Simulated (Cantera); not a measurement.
# Stirred combustor or abatement burner

A perfectly stirred reactor is fed with 7.49 % CH4, 0.284 % CO, 19.4 % O2, 72.8 % N2, equivalence ratio 0.78, at 0.270 bar; it is adiabatic with a 525 K inlet, and is followed from long to short residence time, starting on the burning branch (τ in s: 0.033, 0.019, 0.011, 0.0061, 0.0035, 0.002, 0.0011, 0.00064, 0.00036, 0.00021, 0.00012, 6.6e-05).

Cantera simulation using GRI-Mech 3.0 (53 species, 325 reactions); the numbers are that mechanism's predictions, not measurements.

| τ (s) | T (K) | x CH4 | x CO | x O2 | x C2H | x CH2 | x H2 |
|---|---|---|---|---|---|---|---|
| 0.033 | 2030 | 1.44e-5 | 0.00750 | 0.0452 | 3.65e-12 | 3.19e-7 | 0.00311 |
| 0.019 | 1999 | 2.13e-5 | 0.00924 | 0.0461 | 5.76e-12 | 4.33e-7 | 0.00394 |
| 0.011 | 1963 | 3.18e-5 | 0.0111 | 0.0471 | 9.12e-12 | 5.77e-7 | 0.00488 |
| 0.0061 | 1920 | 5.03e-5 | 0.0132 | 0.0484 | 1.55e-11 | 7.78e-7 | 0.00598 |
| 0.0035 | 1876 | 7.95e-5 | 0.0153 | 0.0497 | 2.69e-11 | 1.03e-6 | 0.00703 |
| 0.0020 | 1830 | 0.000131 | 0.0175 | 0.0512 | 5.02e-11 | 1.40e-6 | 0.00804 |
| 0.0011 | 1780 | 0.000232 | 0.0203 | 0.0533 | 1.07e-10 | 2.01e-6 | 0.00900 |
| 0.00064 | 1734 | 0.000412 | 0.0237 | 0.0559 | 2.35e-10 | 2.97e-6 | 0.00974 |
| 0.00036 | 1682 | 0.000836 | 0.0292 | 0.0604 | 6.27e-10 | 4.98e-6 | 0.0105 |
| 0.00021 | 1616 | 0.00208 | 0.0381 | 0.0692 | 2.16e-9 | 1.01e-5 | 0.0117 |
| 0.00012 | 525 | 0.0749 | 0.00284 | 0.194 | <1e-12 | <1e-12 | <1e-12 |
| 6.6e-5 | 525 | 0.0749 | 0.00284 | 0.194 | <1e-12 | <1e-12 | <1e-12 |
x: mole fraction; the columns are a selection and need not sum to one.
